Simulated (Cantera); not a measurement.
Feed: 1 mol SiCl₄, 0.011 mol C₂H₂, 1500 mol H₂, equilibrated at 1552 °C and 0.00230 bar.

These are equilibrium values from Cantera (NASA tables, ideal gas, pure condensed phases), not measurements of a reactor. Candidate condensed phases: C, C₆H₆, C₇H₈, C₈H₁₈, Si, SiC; 109 gas species. Gases not in the tables: Si₂H₆ and higher silanes. The numbers say what is thermodynamically allowed, not how fast it happens.

Problem. What is the equilibrium state?

Solution. 
* **x(H₂)**: 0.988
* **x(H)**: 0.00913
* **x(HCl)**: 0.00261
* **x(Si)**: 0.000590
* **x(SiH)**: 2.99e-5
* **x(Cl)**: 1.84e-5
* **x(SiH₂)**: 1.05e-5
* **x(Si₂C)**: 7.14e-6
* **x(SiCl₂)**: 6.16e-6
* **n(SiC(s))**: 0.00548 mol
* **gas amount**: 1510 mol
* **log10 activity of Si(l) (absent)**: -0.53
* **log10 activity of C(graphite) (absent)**: -1.04
